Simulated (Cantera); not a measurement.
A closed system holds: 1 mol HMDSO, 0.86 mol H₂O, equilibrated at 1375 K and 0.940 bar.

Equilibrium computed with Cantera from the NASA thermochemical tables; the gas is ideal and each condensed phase is pure. The feed counts by its element totals alone. Mutual solubility and eutectic melting of coexisting phases are not modelled. The tables hold silica as quartz up to 1696 K and as liquid above; real silica turns to tridymite and cristobalite and melts near 1996 K. The numbers say what is thermodynamically allowed, not how fast it happens.

| species | before | after |
|---|---|---|
| H₂ | 0.993 | 0.981 |
| CO | 0.00270 | 0.0160 |
| CH₄ | 0.00461 | 0.00263 |
| SiO | 2.99e-6 | 2.82e-5 |
| H | 3.52e-6 | 1.33e-5 |
| H₂O | 1.16e-5 | 3.04e-5 |
| C(graphite), mol | 4.84 | 4.66 |
| SiC(s), mol | 1.08 | 1.15 |
| SiO₂(β-quartz), mol | 0.917 | 0.850 |
Gas species are given as mole fractions.

**Question.** Which change was made?
A) temperature from 1375 K to 1525 K
B) pressure from 0.940 bar to 13.3 mbar
C) temperature from 1375 K to 1300 K
D) temperature from 1375 K to 1475 K

**Answer.** D, temperature from 1375 K to 1475 K
